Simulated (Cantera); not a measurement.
Charge: 1 mol Pb, 2.9 mol H2O, a varied amount of H2, held at 2023.15 K and 1 atm.

These are equilibrium values from Cantera (NASA tables, ideal gas, pure condensed phases), not measurements of a reactor. Candidate condensed phases: H2O, Pb, PbO, PbO2, Pb3O4; 12 gas species. Gases not in the tables: (PbO)n polymers. Kinetics and transport are ignored.

x: gas mole fraction; nothing condenses.

```csv
n(H2) (mol),x H2,x H2O,x Pb,x H,x PbO,x OH,x Pb2
3.2,0.450,0.407,0.140,0.00127,0.000626,0.000119,9.23e-5
4.5,0.535,0.345,0.118,0.00138,0.000377,9.27e-5,6.62e-5
6.3,0.617,0.284,0.0977,0.00148,0.000222,7.11e-5,4.50e-5
8.9,?,?,?,0.00157,?,?,?
13,0.768,0.171,0.0590,0.00165,6.51e-5,3.85e-5,1.64e-5
18,0.820,?,?,0.00171,?,?,?
25,0.863,0.100,0.0345,0.00175,1.98e-5,2.12e-5,5.62e-6
35,0.898,0.0745,0.0257,0.00179,1.05e-5,1.55e-5,3.11e-6
```

Problem. Some entries are withheld; supply them.

Solution. 
- 8.9, x H2: 0.694
- 8.9, x H2O: 0.226
- 8.9, x Pb: 0.0779
- 8.9, x PbO: 0.000125
- 8.9, x OH: 5.34e-5
- 8.9, x Pb2: 2.86e-5
- 18, x H2O: 0.132
- 18, x Pb: 0.0456
- 18, x PbO: 3.63e-5
- 18, x OH: 2.87e-5
- 18, x Pb2: 9.79e-6
